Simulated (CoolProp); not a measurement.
Computed with CoolProp (reference Helmholtz-energy equation of state, Thol 2016).

Problem. For hexamethyldisiloxane (MM), give the phase and the cp (kJ/(kg K)), isothermal compressibility (1/MPa), expansivity (1/kK), fugacity coefficient at 111.85 °C and 6.01 MPa; 303.75 °C and 0.596 MPa; 176.25 °C and 0.24 MPa.

Solution. 
- 111.85 °C and 6.01 MPa: liquid; cp 2.12, isothermal compressibility 0.00403, expansivity 1.60, fugacity coefficient 0.0335
- 303.75 °C and 0.596 MPa: gas; cp 2.22, isothermal compressibility 1.83, expansivity 2.32, fugacity coefficient 0.926
- 176.25 °C and 0.24 MPa: gas; cp 1.93, isothermal compressibility 4.55, expansivity 2.95, fugacity coefficient 0.927
